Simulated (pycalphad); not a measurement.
## Effect of B content in Ti-B

Computed with pycalphad from the COST 507 light-alloy database (1999), at 1 atm. These are 1990s assessments: newer ones move some temperatures and phases. Phase fractions are per mole of atoms.

### Question
One of these alloys has its liquidus at 2040 K, its solidus at 1814 K, and holds bcc 0.57, BM 0.43 at 1375 K. Which?
(A) Ti-43B (at.%)
(B) Ti-10.75B (at.%)
(C) Ti-64.5B (at.%)
(D) Ti-21.5B (at.%)

### Answer
D, Ti-21.5B (at.%). The others: Ti-10.75B (at.%), liquidus 1889, solidus 1814; Ti-43B (at.%), liquidus 2746, solidus 1814; Ti-64.5B (at.%), liquidus 3482, solidus 2474

Database names, with the compositions (at.%) that they take in these runs: BM: Ti 50 B 50.
